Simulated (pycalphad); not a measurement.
Computed with pycalphad from the COST 507 light-alloy database (1999), at 1 atm. The database dates from 1999; later assessments differ in places, in temperatures and in the compounds included. Phase fractions are per mole of atoms.

Q: Give the equilibrium state of Cu-12.21Si (wt.%) at 527 °C.

A: CU19SI6_ETA, fraction 0.983, with 12.2 Si wt.%; CU4SI_EPSILON, fraction 0.017, with 9.9 Si wt.%.

Q: Give the equilibrium state of Cu-12.21Si (wt.%) at 827 °C.

A: CU19SI6_ETA, fraction 0.984, with 12.2 Si wt.%; LIQUID, fraction 0.016, with 9.8 Si wt.%.

Database names, with the compositions (at.%) that they take in these runs: CU19SI6_ETA: Cu 76 Si 24; CU4SI_EPSILON: Cu 80 Si 20.
